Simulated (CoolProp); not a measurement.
Model: reference Helmholtz-energy equation of state, Lemmon 2009, in CoolProp.

For propane, give the phase and the Joule-Thomson coefficient (K/MPa) at 233.9 K and 0.0458 MPa.


- 233.9 K and 0.0458 MPa: gas; Joule-Thomson coefficient 35.3
